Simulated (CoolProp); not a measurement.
Nitrous oxide along the isobar 26.4 MPa: density (kg/m³) from the reference equation and from simpler models built on Tc = 309.5 K, pc = 7.245 MPa, ω = 0.161; each cubic takes its own stable root.

The numbers come from the reference Helmholtz-energy equation of state, Lemmon 2006 in CoolProp. It is a short technical equation, of lower accuracy than the large ones.

```tsv
T (K)	phase	reference	van der Waals	Redlich-Kwong	Soave-Redlich-Kwong	Peng-Robinson
286.2	liquid	973.3	684.8	897.2	905.4	1014
301.4	liquid	921.6	662.7	848.4	___	___
316.7	supercritical	866.1	___	___	794.1	882.2
332	supercritical	806.9	615.4	744.5	733.6	810.2
347.3	supercritical	744.2	590.4	690.9	671.6	736.6
362.5	supercritical	679.9	564.8	637.9	610.7	664.9
377.8	supercritical	615.9	538.4	586.3	552.9	597.9
393.1	supercritical	556.4	511.5	538.0	501.1	538.8
408.4	supercritical	503.8	484.6	494.4	456.5	488.5
423.6	supercritical	459.4	458.3	456.2	419.0	446.7
438.9	supercritical	422.0	432.8	422.9	___	411.7
454.2	supercritical	390.7	408.5	394.1	___	382.4
469.5	supercritical	364.4	___	369.3	338.2	357.6
484.7	supercritical	___	365.3	347.9	319.0	336.5
500	supercritical	322.8	346.3	329.1	302.2	318.1
```

Problem. Complete the blanks.

Solution. 
- 301.4, Soave-Redlich-Kwong: 851.6
- 301.4, Peng-Robinson: 950.5
- 316.7, van der Waals: 639.5
- 316.7, Redlich-Kwong: 797.3
- 438.9, Soave-Redlich-Kwong: 387.4
- 454.2, Soave-Redlich-Kwong: 360.8
- 469.5, van der Waals: 385.9
- 484.7, reference: 342.1
